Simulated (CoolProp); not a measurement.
Model: reference Helmholtz-energy equation of state, Akasaka 2023, in CoolProp.

### Question
For R1336mzz(E), give the phase and the cp (kJ/(kg K)), cv (kJ/(kg K)), isothermal compressibility (1/MPa) at -14.15 °C and 2850 kPa; -14.15 °C and 4280 kPa.

### Answer
- -14.15 °C and 2850 kPa: liquid; cp 1.20, cv 0.864, isothermal compressibility 0.00163
- -14.15 °C and 4280 kPa: liquid; cp 1.19, cv 0.865, isothermal compressibility 0.00159
